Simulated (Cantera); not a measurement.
Input: 1 mol C6H6, 0.054 mol H2O, equilibrated at 0.600 Torr.

Equilibrium computed with Cantera from the NASA thermochemical tables; the gas is ideal and each condensed phase is pure. Candidate condensed phases: C, C6H6, C7H8, C8H18, H2O; 131 gas species. Ions and electrons are included (thermal ionisation). Kinetics and transport are ignored. All values below are at 3727 °C.

Base state: H 0.507, C 0.483, C2 0.00499, CO 0.00448, C3 0.000252, H2 8.10e-5, e- 4.16e-5, C+ 4.15e-5 (mole fractions); condensed: gas only.

### Question
What changes in the equilibrium state with this change: H2O from 0.054 to 0.31 mol?

### Answer
```tsv
species	before	after
H	0.507	0.527
C	0.483	0.444
CO	0.00448	0.0247
C3	0.000252	0.000196
C2	0.00499	0.00421
```
